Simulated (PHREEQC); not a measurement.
0.072 g of hydrous ferric oxide (600 m²/g; 0.2 weak and 0.005 strong sites per Fe, Dzombak-Morel constants, diffuse double layer) in 1 kg of water with 0.1 mol/kgw of an inert sodium salt and 7.9e-06 mol/kgw NiCl2, at 25 °C; the pH is set by adding NaOH or the inert anion's acid. Oxygen is held at 0.21 atm. CO2 from the air is kept out. Nothing may precipitate in this run.

Base run: PHREEQC, ion-association model, wateq4f.dat. Each further column changes one thing. The table gives surface charge σ (C/m²).

```tsv
pH	base	background salt from 0.1 to 0.01 mol/kgw	oxide from 0.072 to 0.36 g/kgw	8.3e-05 mol/kgw ZnSO4 added
3	0.363	0.325	0.363	0.181
3.38	0.354	0.288	0.355	0.178
3.75	0.338	0.246	0.338	0.175
4.5	0.272	0.160	0.273	0.160
4.88	0.229	0.124	0.229	0.146
5.25	0.186	0.094	0.186	0.130
5.62	0.147	0.069	0.147	0.112
6.38	0.083	0.035	0.082	0.077
6.75	0.060	0.024	0.059	0.063
7.12	0.041	0.016	0.040	0.055
7.5	0.025	0.009	0.023	0.050
8.25	-0.002	-0.001	-0.004	0.039
8.62	-0.015	-0.005	-0.018	0.031
9	-0.030	-0.011	-0.033	0.020
```

The oxide is taken as insoluble; below pH 4 it would dissolve. In at least one series the solution becomes supersaturated in solids that the run did not let form, among them Zn(OH)2-e, Ni(OH)2.
